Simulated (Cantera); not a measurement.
Thermodynamics of chlorosilane synthesis and conversion, feed Si + HCl + H₂

Input: 1 mol Si, 0.93 mol HCl, 4.9 mol H₂, at 8.10 bar.

Equilibrium computed with Cantera from the NASA thermochemical tables; the gas is ideal and each condensed phase is pure. Candidate condensed phases: Si; 19 gas species. The tables' values for SiCl₃ are old estimates; treat these amounts as uncertain. Kinetics and transport are ignored.

```tsv
T (K)	x H₂	x HCl	x SiHCl₃	x SiCl₄	n Si(s)
848	0.948	0.000994	0.0284	0.0184	0.718
898	0.948	0.00174	0.0279	0.0184	0.719
948	0.947	0.00287	0.0274	0.0184	0.721
998	0.946	0.00449	0.0268	0.0183	0.724
1048	0.944	0.00670	0.0261	0.0181	0.727
1098	0.942	0.00961	0.0253	0.0177	0.732
1148	0.939	0.0133	0.0243	0.0172	0.737
1198	0.936	0.0178	0.0231	0.0164	0.743
1248	0.932	0.0232	0.0217	0.0153	0.750
1298	0.928	0.0293	0.0200	0.0140	0.758
1348	0.922	0.0360	0.0181	0.0125	0.765
1398	0.917	0.0431	0.0160	0.0107	0.772
1448	0.911	0.0503	0.0136	0.00882	0.779
```
x: gas mole fraction; n: condensed amount in mol.

From 848 K to 1448 K the condensed part is Si(s). The main Si-bearing gas is SiHCl₃ throughout. The share of Si in condensed phases is highest at 1448 K (77.9 %) and lowest at 848 K (71.8 %).
